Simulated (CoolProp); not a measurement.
Vapour-liquid equilibrium of carbonyl sulfide (1) + propane (2) at 254.8 K; x and y are mole fractions of (1).

The numbers come from the multi-fluid Helmholtz-energy mixture model, Lemmon 2006 and Lemmon 2009; pair parameters Bell 2016 in CoolProp.

Q: Give the bubble pressure and the first vapour's composition at x = 0.05, 0.2, 0.65. Is there an azeotrope?

A: x = 0.05: 2.667 bar, y = 0.073; x = 0.2: 2.853 bar, y = 0.261; x = 0.65: 3.280 bar, y = 0.707. No azeotrope shows between x = 0.05 and 0.95.

Pair parameters are fitted to limited data, so mixtures are less certain than the pure fluids.
